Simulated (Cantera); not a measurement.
Charge: 1 mol Si, 0.56 mol N2O, 4.5 mol H2, equilibrated at 1325 °C and 75.0 Torr.

These are equilibrium values from Cantera (NASA tables, ideal gas, pure condensed phases), not measurements of a reactor. Candidate condensed phases: H2O, Si, SiO2, Si2N2O, Si3N4; 35 gas species. Mutual solubility and eutectic melting of coexisting phases are not modelled. The tables hold silica as quartz up to 1696 K and as liquid above; real silica turns to tridymite and cristobalite and melts near 1996 K. Kinetics and transport are ignored.

Base state: H2 0.979, N2 0.0181, SiO 0.00214, H 0.000167, H2O 0.000112 (mole fractions); condensed: SiO2(β-quartz) + Si2N2O(s).

What changes in the equilibrium state with this change: pressure from 75.0 Torr to 1130 Torr?


```tsv
species	before	after
H2	0.979	0.982
N2	0.0181	0.0174
H2O	0.000112	0.000273
SiO	0.00214	5.86e-5
H	0.000167	4.31e-5
SiO2(β-quartz), mol	0.0364	0.0391
Si2N2O(s), mol	0.477	0.480
```

What changes in the equilibrium state with this change: Si replaced by Si3N4?


```csv
species,before,after
H2,0.979,0.858
N2,0.0181,0.142
H,0.000167,0.000156
SiO,0.00214,2.20e-5
H2O,0.000112,8.14e-8
"SiO2(β-quartz), mol",0.0364,0
"Si2N2O(s), mol",0.477,0.560
"Si3N4(s), mol",0,0.627
```

What changes in the equilibrium state with this change: pressure from 75.0 Torr to 10.0 Torr?


```
species                before     after
-------------------  --------  --------
H2                      0.979     0.949
N2                     0.0181    0.0253
SiO                   0.00214    0.0252
H                    0.000167  0.000449
H2O                  0.000112   4.97e-5
SiO2(β-quartz), mol    0.0364         0
Si2N2O(s), mol          0.477     0.440
```
